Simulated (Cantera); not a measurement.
Charge: 1 mol Ta2O5, 0.64 mol CO, equilibrated at 1927 °C and 0.315 Torr.

Equilibrium computed with Cantera from the NASA thermochemical tables; the gas is ideal and each condensed phase is pure. Candidate condensed phases: C, Ta, TaC, Ta2O5; 15 gas species. Equilibrium is a limit: real reactors are often held back by kinetics, nucleation or transport.

Base state: CO 0.977, TaO2 0.0146, CO2 0.00743, O 0.000295, TaO 0.000278 (mole fractions); condensed: Ta2O5(l).

Task: What changes in the equilibrium state with this change: Ta2O5 replaced by Cu2O?

Result: 
| species | before | after |
|---|---|---|
| Cu | 0 | 0.658 |
| CO2 | 0.00743 | 0.107 |
| CO | 0.977 | 0.104 |
| TaO2 | 0.0146 | 0 |
| O2 | 5.00e-6 | 0.0911 |
| O | 0.000295 | 0.0398 |
| CuO | 0 | 0.000365 |
| TaO | 0.000278 | 0 |
| Cu2 | 0 | 5.97e-5 |
| Ta2O5(l), mol | 0.995 | 0 |
Further candidate phases: Cu, CuO, Cu2O.
